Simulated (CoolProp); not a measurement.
Properties of R134a along the isobar 5190 kPa.

Values from CoolProp's reference Helmholtz-energy equation of state, Tillner-Roth 1994.

```json
[
 {"T (K)": "206.7", "phase": "liquid", "expansivity (1/kK)": "1.773", "viscosity (µPa s)": "793", "fugacity coefficient": "0.002414"},
 {"T (K)": "234.3", "phase": "liquid", "expansivity (1/kK)": "1.947", "viscosity (µPa s)": "484", "fugacity coefficient": "0.01232"},
 {"T (K)": "261.8", "phase": "liquid", "expansivity (1/kK)": "2.205", "viscosity (µPa s)": "328", "fugacity coefficient": "0.04096"},
 {"T (K)": "289.4", "phase": "liquid", "expansivity (1/kK)": "2.617", "viscosity (µPa s)": "234", "fugacity coefficient": "0.1019"},
 {"T (K)": "317", "phase": "liquid", "expansivity (1/kK)": "3.357", "viscosity (µPa s)": "169", "fugacity coefficient": "0.2045"},
 {"T (K)": "344.6", "phase": "liquid", "expansivity (1/kK)": "5.028", "viscosity (µPa s)": "119", "fugacity coefficient": "0.3492"},
 {"T (K)": "372.2", "phase": "liquid", "expansivity (1/kK)": "12.65", "viscosity (µPa s)": "73.5", "fugacity coefficient": "0.5224"},
 {"T (K)": "399.8", "phase": "supercritical", "expansivity (1/kK)": "21.76", "viscosity (µPa s)": "23.7", "fugacity coefficient": "0.6645"},
 {"T (K)": "427.4", "phase": "supercritical", "expansivity (1/kK)": "8.356", "viscosity (µPa s)": "21.4", "fugacity coefficient": "0.7417"},
 {"T (K)": "455", "phase": "supercritical", "expansivity (1/kK)": "5.475", "viscosity (µPa s)": "21.5", "fugacity coefficient": "0.7968"}
]
```

Viscosity comes from a separate model (Huber 2003), an estimate that may be off by 10 % or more.
